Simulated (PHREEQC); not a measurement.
Synthetic water in mmol/kgw, 25 °C, pH 6.94, pe 11.6:

```csv
constituent,mmol/kgw
Na,0.0018
K,0.000456
Ca,0.0025
Mg,0.000473
Cl,0.00103
S(6),0.000724
Alkalinity (meq/kgw),0.00607
Pb,4.55e-05
N(5),1.13e-05
Zn,1.13e-06
```

Valence states are taken as typed.

Equilibrium calculation in PHREEQC: ion-association model, phreeqc.dat.

This is a speciation only: nothing precipitates in the calculation.

**Question.** Order these Pb species by the share of Pb that they hold, largest first: PbOH+, Pb+2, PbCO3, PbHCO3+.

**Answer.** Pb+2 (82 %), PbOH+ (14 %), PbCO3 (3.5 %), PbHCO3+ (0.39 %)

The pH is 6.94 and the ionic strength 1.23e-5 mol/kgw.
